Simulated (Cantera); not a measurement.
A closed system holds: 1 mol Al(CH₃)₃, a varied amount of N₂O, 2.6 mol N₂, at 1223 K and 0.000550 bar.

Equilibrium computed with Cantera from the NASA thermochemical tables; the gas is ideal and each condensed phase is pure. Candidate condensed phases: Al, AlN, Al₂O₃, C, C₆H₆, C₇H₈, C₈H₁₈, H₂O; 148 gas species. The feed counts by its element totals alone. Equilibrium is a limit: real reactors are often held back by kinetics, nucleation or transport.

### Question
Which condensed phases are stable at each of these points (n(N₂O) (mol)): 3.6, 5.3, 7.6, 11, 16, 23, 33, 47?

### Answer
```csv
n(N₂O) (mol),condensed phases,Al condensed (%)
3.6,Al₂O₃(s) + C(graphite),100.0
5.3,Al₂O₃(s),100.0
7.6,Al₂O₃(s),100.0
11,Al₂O₃(s),100.0
16,Al₂O₃(s),100.0
23,Al₂O₃(s),100.0
33,Al₂O₃(s),100.0
47,Al₂O₃(s),100.0
```

At 3.6 mol N₂O the condensed part is Al₂O₃(s) + C(graphite). From 5.3 mol N₂O to 47 mol N₂O the condensed part is Al₂O₃(s).
